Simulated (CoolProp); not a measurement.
Properties of oxygen along the isotherm 84.9 K (Tc = 154.6 K, pc = 5.046 MPa, ω = 0.022).

Values from CoolProp's reference Helmholtz-energy equation of state, Schmidt 1985.

```csv
p (MPa),phase,density (kg/m³),speed of sound (m/s),Joule-Thomson coefficient (K/MPa)
0.0239,gas,1.093,174.9,23.46
0.0404,gas,1.859,174.0,25.83
0.0682,liquid,1167,947.7,-0.3289
0.115,liquid,1167,947.9,-0.3290
0.194,liquid,1167,948.3,-0.3291
0.328,liquid,1168,948.8,-0.3294
0.553,liquid,1168,949.8,-0.3299
0.933,liquid,1169,951.4,-0.3307
1.57,liquid,1170,954.1,-0.3320
2.66,liquid,1172,958.6,-0.3342
4.49,liquid,1176,966.1,-0.3378
7.57,liquid,1181,978.2,-0.3432
```
